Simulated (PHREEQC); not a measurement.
NH3 is added in steps, without added water, to 1 kg of water holding 23 mmol/kgw HF, 0.066 mmol/kgw NaOH and 0.067 mmol/kgw KCl, at 13 °C. Oxygen is held at 0.21 atm. No CO2 enters from the air. Only these solids could form: Halite.

Base run: PHREEQC, ion-association model, wateq4f.dat. Each further column changes one thing. The table gives HF (mol/kgw).

```json
[
 {"NH3 added (mol)": "0", "base": "0.0165", "diluted 5-fold with water": "0.00289", "HF from 0.023 to 0.0207 mol/kgw": "0.0149", "0.0015 mol/kgw NaH2PO4 added": "0.0163", "no solid may form": "0.0165"},
 {"NH3 added (mol)": "0.00725", "base": "0.0126", "diluted 5-fold with water": "[?]", "HF from 0.023 to 0.0207 mol/kgw": "0.0108", "0.0015 mol/kgw NaH2PO4 added": "0.0124", "no solid may form": "0.0126"},
 {"NH3 added (mol)": "0.01269", "base": "0.00860", "diluted 5-fold with water": "6.51e-10", "HF from 0.023 to 0.0207 mol/kgw": "[?]", "0.0015 mol/kgw NaH2PO4 added": "0.00852", "no solid may form": "0.00860"},
 {"NH3 added (mol)": "0.01994", "base": "0.00262", "diluted 5-fold with water": "3.45e-10", "HF from 0.023 to 0.0207 mol/kgw": "0.000618", "0.0015 mol/kgw NaH2PO4 added": "0.00260", "no solid may form": "0.00262"},
 {"NH3 added (mol)": "0.02538", "base": "4.59e-8", "diluted 5-fold with water": "[?]", "HF from 0.023 to 0.0207 mol/kgw": "1.94e-8", "0.0015 mol/kgw NaH2PO4 added": "1.14e-7", "no solid may form": "4.59e-8"},
 {"NH3 added (mol)": "0.03263", "base": "1.16e-8", "diluted 5-fold with water": "1.91e-10", "HF from 0.023 to 0.0207 mol/kgw": "7.67e-9", "0.0015 mol/kgw NaH2PO4 added": "1.42e-8", "no solid may form": "1.16e-8"},
 {"NH3 added (mol)": "0.03806", "base": "7.41e-9", "diluted 5-fold with water": "1.61e-10", "HF from 0.023 to 0.0207 mol/kgw": "5.28e-9", "0.0015 mol/kgw NaH2PO4 added": "8.55e-9", "no solid may form": "7.41e-9"},
 {"NH3 added (mol)": "0.04531", "base": "5.01e-9", "diluted 5-fold with water": "[?]", "HF from 0.023 to 0.0207 mol/kgw": "3.73e-9", "0.0015 mol/kgw NaH2PO4 added": "5.59e-9", "no solid may form": "5.01e-9"},
 {"NH3 added (mol)": "0.05075", "base": "4.03e-9", "diluted 5-fold with water": "1.18e-10", "HF from 0.023 to 0.0207 mol/kgw": "3.06e-9", "0.0015 mol/kgw NaH2PO4 added": "4.43e-9", "no solid may form": "4.03e-9"},
 {"NH3 added (mol)": "0.058", "base": "3.20e-9", "diluted 5-fold with water": "1.02e-10", "HF from 0.023 to 0.0207 mol/kgw": "2.46e-9", "0.0015 mol/kgw NaH2PO4 added": "3.48e-9", "no solid may form": "3.20e-9"}
]
```

Task: What belongs in the gaps?

Result: 
- 0.00725, diluted 5-fold with water: 1.97e-9
- 0.01269, HF from 0.023 to 0.0207 mol/kgw: 0.00675
- 0.02538, diluted 5-fold with water: 2.56e-10
- 0.04531, diluted 5-fold with water: 1.33e-10

wateq4f.dat counts part of the HF as a dimer, H2F2, which phreeqc.dat doesn't know; its constant is uncertain. At this temperature some constants are extrapolated from 25 °C, and those without enthalpy data are left unchanged. H3PO4, which wateq4f.dat lacks, is added to it with the constant of phreeqc.dat.
